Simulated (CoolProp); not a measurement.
Properties of hexamethyldisiloxane (MM) along the isotherm 475.3 K.

Model: reference Helmholtz-energy equation of state, Thol 2016, in CoolProp.

```csv
p (MPa),phase,density (kg/m³),cp (kJ/(kg K)),speed of sound (m/s),expansivity (1/kK),fugacity coefficient
0.00305,gas,0.1254,1.956,158.0,2.110,0.9992
0.00493,gas,0.2028,1.957,157.9,2.113,0.9988
0.00797,gas,0.3281,1.957,157.8,2.119,0.9980
0.0129,gas,0.5318,1.958,…,2.128,0.9968
0.0208,gas,0.8591,1.958,157.3,2.142,0.9948
0.0336,gas,1.392,1.960,…,2.167,0.9916
0.0543,gas,2.262,1.962,156.0,2.207,0.9864
0.0877,gas,3.686,…,154.7,2.275,0.9781
0.142,gas,6.057,1.973,152.6,2.393,0.9645
0.229,gas,10.01,1.985,149.0,2.604,0.9429
0.37,gas,16.90,2.009,142.7,3.026,0.9080
0.598,gas,29.72,…,131.0,4.038,0.8518
```

**Question.** Some entries are withheld; supply them.

**Answer.** 
- 0.0129, speed of sound (m/s): 157.6
- 0.0336, speed of sound (m/s): 156.8
- 0.0877, cp (kJ/(kg K)): 1.966
- 0.598, cp (kJ/(kg K)): 2.066
